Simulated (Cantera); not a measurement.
A perfectly stirred reactor is fed with 7.05 % CO, 9.16 % H2, 0.606 % CH4, 8.46 % O2, 74.7 % N2, equivalence ratio 1.1, at 5.00 bar; it is adiabatic with a 650 K inlet, and is followed from long to short residence time, starting on the burning branch (τ in s: 0.3, 0.13, 0.058, 0.025, 0.011, 0.0049, 0.0021, 0.00094, 0.00041, 0.00018, 7.9e-05, 3.5e-05).

Detailed kinetics in Cantera: GRI-Mech 3.0 (53 species, 325 reactions).

x: mole fraction; the columns are a selection and need not sum to one.

```
τ (s)    T (K)    x CO     x H2     x CH4    x HO2  x H2O2      x O2    x HCN
-------  -----  ------  -------  --------  -------  ------  --------  -------
0.30      1908  0.0138  0.00502   8.31e-7  4.13e-8       ?   7.90e-5  4.66e-8
0.13      1906  0.0139  0.00507   1.04e-6  9.61e-8       ?  0.000144  6.94e-8
0.058     1903  0.0141  0.00514   1.36e-6  2.07e-7       ?  0.000258  9.85e-8
0.025     1897  0.0144  0.00526   1.89e-6  4.35e-7       ?  0.000466  1.35e-7
0.011     1890  0.0149  0.00547   2.74e-6  8.47e-7       ?  0.000811  1.73e-7
0.0049    1878  0.0157  0.00579   4.11e-6  1.55e-6       ?   0.00136  2.09e-7
0.0021    1859  0.0170  0.00630   6.55e-6  2.78e-6       ?   0.00224  2.39e-7
0.00094   1834  0.0188  0.00697   1.06e-5  4.65e-6       ?   0.00345  2.57e-7
0.00041   1797  0.0214  0.00790   1.84e-5  7.67e-6       ?   0.00521  2.64e-7
0.00018   1747  0.0249  0.00903   3.40e-5  1.24e-5       ?   0.00763  2.57e-7
7.9e-5    1678  0.0302   0.0104   7.01e-5  2.05e-5       ?    0.0112  2.37e-7
3.5e-5    1576  0.0396   0.0126  0.000182  3.68e-5       ?    0.0173  2.00e-7
```

Problem. What belongs in the gaps?

Solution. 
- 0.30, x H2O2: 9.04e-9
- 0.13, x H2O2: 1.74e-8
- 0.058, x H2O2: 3.13e-8
- 0.025, x H2O2: 5.51e-8
- 0.011, x H2O2: 9.09e-8
- 0.0049, x H2O2: 1.43e-7
- 0.0021, x H2O2: 2.23e-7
- 0.00094, x H2O2: 3.35e-7
- 0.00041, x H2O2: 5.08e-7
- 0.00018, x H2O2: 7.83e-7
- 7.9e-5, x H2O2: 1.26e-6
- 3.5e-5, x H2O2: 2.23e-6
